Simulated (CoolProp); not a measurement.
A Linde-Hampson liquefier for dry air: isothermal reversible compression at 200 K from 1 atm to 20 MPa, throttling to 1 atm, return gas leaving the recuperator 5 K below the feed. Each further row changes one setting.

The numbers come from the reference Helmholtz-energy equation of state, Lemmon 2000 in CoolProp. It is a pseudo-pure fit of the blend.

```
case                        liquid yield per pass  compression work (kJ/kg of gas)
--------------------------  ---------------------  -------------------------------
as stated                                   0.240                              284
high pressure 40 MPa                        0.269                              323
warm-end temperature 230 K                  0.162                              337
warm-end gap 10 K                           0.228                              284
```
